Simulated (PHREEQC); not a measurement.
Leach liquor (model solution)

A solution holds 0.0016 mol/kgw H2SO4 and 0.0015 mol/kgw Al2(SO4)3, at 25 °C. Closed to the air; pH follows from the charge balance.

Computed with PHREEQC (ion-association model, wateq4f.dat).

Each row changes one thing in this solution. No solid was allowed to form.

```tsv
case	pH	ionic strength (mol/kgw)	SO4-2 (mol/kgw)	HSO4- (mol/kgw)
as made	2.62	0.0123	0.00315	0.000533
Al2(SO4)3 from 0.0015 to 0.00075 mol/kgw	2.59	0.00856	0.00228	…
Al2(SO4)3 from 0.0015 to 0.00225 mol/kgw	2.63	0.0157	0.00397	0.000620
Al2(SO4)3 left out	2.56	0.00423	0.00132	0.000284
temperature from 25 to 85 °C	…	0.0101	…	0.00132
Al2(SO4)3 from 0.0015 to 0.0075 mol/kgw	2.72	…	0.00892	0.000995
H2SO4 replaced by FeSO4 at the same molality	4.21	0.0138	0.00340	1.44e-5
```

Q: What belongs in the gaps?

A: 
- Al2(SO4)3 from 0.0015 to 0.00075 mol/kgw, HSO4- (mol/kgw): 0.000426
- temperature from 25 to 85 °C, pH: 2.75
- temperature from 25 to 85 °C, SO4-2 (mol/kgw): 0.00229
- Al2(SO4)3 from 0.0015 to 0.0075 mol/kgw, ionic strength (mol/kgw): 0.0364

Some of these states are supersaturated (in Basaluminite, Gibbsite (slow to form), for instance). Away from 25 °C the constants follow the database's enthalpies or fits; those with neither stay at their 25 °C values.
